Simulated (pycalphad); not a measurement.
**Effect of Zr content in Si-Zr**

Computed with pycalphad from the COST 507 light-alloy database (1999), at 1 atm. These are 1990s assessments: newer ones move some temperatures and phases. Phase fractions are per mole of atoms.

### Question
One of these alloys has its liquidus at 2066 K, its solidus at 1635 K, and holds SI2ZR 0.66, diamond (Si) 0.34 at 950 K. Which?
A. Si-22Zr (at.%)
B. Si-66Zr (at.%)
C. Si-88Zr (at.%)

### Answer
A, Si-22Zr (at.%). The others: Si-66Zr (at.%), liquidus 2472, solidus 2200; Si-88Zr (at.%), liquidus 1953, solidus 1814

Database names, with the compositions (at.%) that they take in these runs: SI2ZR: Si 67 Zr 33.
